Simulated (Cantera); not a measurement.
An isothermal, constant-pressure homogeneous reactor starts with H2 : O2 : N2 = 0.58 : 1 : 7.8 (molar parts), equivalence ratio 0.29, at 1198 K and 1.00 bar.

Computed with Cantera and the H2/O2 subset of GRI-Mech 3.0, which has no nitrogen chemistry. The temperature is held fixed by assumption; the heat of reaction is taken as removed at once.

x: mole fraction; the columns are a selection and need not sum to one.

| t (s) | x H2 | x O2 | x H2O2 | x H2O | x OH | x H | x O |
|---|---|---|---|---|---|---|---|
| 0.000200 | 0.00137 | 0.0781 | 3.92e-6 | 0.0617 | 0.000758 | 0.000485 | 0.000860 |
| 0.000522 | 0.000184 | 0.0781 | 1.15e-6 | 0.0635 | 0.000173 | 1.07e-5 | 7.34e-5 |
| 0.00136 | [?] | 0.0781 | [?] | 0.0637 | [?] | [?] | [?] |
| 0.00356 | 4.41e-6 | 0.0781 | 9.86e-8 | 0.0638 | 3.40e-5 | 6.20e-8 | 2.36e-6 |
| 0.00928 | 4.95e-7 | 0.0781 | 3.06e-8 | 0.0638 | 1.74e-5 | 6.86e-9 | 6.01e-7 |
| 0.0242 | 8.01e-8 | 0.0781 | 1.03e-8 | 0.0638 | 9.63e-6 | 1.09e-9 | 1.84e-7 |
| 0.0632 | 2.32e-8 | 0.0781 | 3.73e-9 | 0.0638 | 5.65e-6 | 2.23e-10 | 6.41e-8 |
| 0.165 | 8.41e-9 | 0.0781 | 1.46e-9 | 0.0638 | 3.47e-6 | 5.37e-11 | 2.43e-8 |
| 0.431 | 3.93e-9 | 0.0781 | 6.58e-10 | 0.0638 | 2.30e-6 | 1.75e-11 | 1.08e-8 |
| 1.12 | 2.88e-9 | 0.0781 | 4.39e-10 | 0.0638 | 1.87e-6 | 1.06e-11 | 7.08e-9 |
| 2.94 | 2.80e-9 | 0.0781 | 4.20e-10 | 0.0638 | 1.82e-6 | 1.01e-11 | 6.76e-9 |
| 7.66 | 2.80e-9 | 0.0781 | 4.20e-10 | 0.0638 | 1.82e-6 | 1.01e-11 | 6.76e-9 |
| 20.0 | 2.80e-9 | 0.0781 | 4.20e-10 | 0.0638 | 1.82e-6 | 1.01e-11 | 6.76e-9 |

Task: Complete the blanks.

Result: 
- 0.00136, x H2: 3.19e-5
- 0.00136, x H2O2: 3.29e-7
- 0.00136, x OH: 7.10e-5
- 0.00136, x H: 7.18e-7
- 0.00136, x O: 1.16e-5
